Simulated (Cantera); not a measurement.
A freely propagating, adiabatic, planar premixed flame of CH4 : C2H6 : C3H8 : O2 : N2 = 1 : 0.44 : 0.42 : 6.2 : 23.3 (molar parts), unburnt at 700 K and 1.70 bar; mixture-averaged transport, grid criteria slope 0.08 and curve 0.16, no radiation.

Detailed kinetics in Cantera: GRI-Mech 3.0 (53 species, 325 reactions). GRI-Mech 3.0 was tuned for natural gas; its chemistry of propane as a main component is partial and can be far from experiment. Burning velocities carry a grid error of a few per cent, more on coarse grids.

Task: How do the results move with these cheaper or finer settings: unity-Lewis-number transport; multicomponent transport; multicomponent+Soret transport; grid criteria slope 0.5, curve 1; grid criteria slope 0.25, curve 0.5; grid criteria slope 0.03, curve 0.06?

Result: 
| setting | laminar burning velocity | thermal thickness | peak x(C2H2) | peak x(C2H) | grid points |
|---|---|---|---|---|---|
| as above | 167 cm/s | 0.180 mm | 0.000727 | 1.83e-6 | 143 |
| unity-Lewis-number transport | 126 cm/s | 0.197 mm | 0.000509 | 1.49e-6 | 143 |
| multicomponent transport | 167 cm/s | 0.182 mm | 0.000734 | 1.84e-6 | 143 |
| multicomponent+Soret transport | 165 cm/s | 0.182 mm | 0.000718 | 1.80e-6 | 143 |
| grid criteria slope 0.5, curve 1 | 185 cm/s | 0.198 mm | 0.000685 | 1.71e-6 | 41 |
| grid criteria slope 0.25, curve 0.5 | 175 cm/s | 0.187 mm | 0.000719 | 1.81e-6 | 59 |
| grid criteria slope 0.03, curve 0.06 | 164 cm/s | 0.178 mm | 0.000722 | 1.81e-6 | 357 |
The base run took about 5 core-seconds (a rough figure).
Unity Lewis numbers drop preferential diffusion, which matters most where H2 and H carry the flame; Soret adds thermal diffusion.
